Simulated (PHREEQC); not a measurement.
Model water analysis in mg/L, 25 °C, pH 6.63, pe 11.1: Na 5580; K 21.8; Ca 787; Mg 1200; Cl 13300; S(6) as SO4 686; Alkalinity as HCO3 53.8; Li 2.39; Pb 8.44.

Valence states are taken as typed.

The numbers come from PHREEQC with the ion-association model, phreeqc.dat.

| quantity | before | after |
|---|---|---|
| SO4-2 (mol/kgw) | 0.00350 | 0.00350 |
| MgSO4 (mol/kgw) | 0.00223 | 0.00223 |
| NaSO4- (mol/kgw) | 0.000951 | 0.000951 |
| HCO3- (mol/kgw) | 0.000683 | 0.000687 |
| CaSO4 (mol/kgw) | 0.000611 | 0.000611 |
| CO2 (mol/kgw) | 0.000228 | 0.000458 |
| SI of Cerussite (PbCO3) | +0.34 | +0.05 |
| SI of Pb(OH)2 (Pb(OH)2) | -0.67 | -1.26 |

Task: What was changed between the two runs?
A) S(6) from 686 to 1370 mg/L
B) temperature from 25 to 65 °C at the same typed pH
C) pH from 6.63 to 6.33 at the same alkalinity

Result: C, pH from 6.63 to 6.33 at the same alkalinity

This is a speciation only: nothing precipitates in the calculation. Some of these states are supersaturated (in Cerussite, for instance).
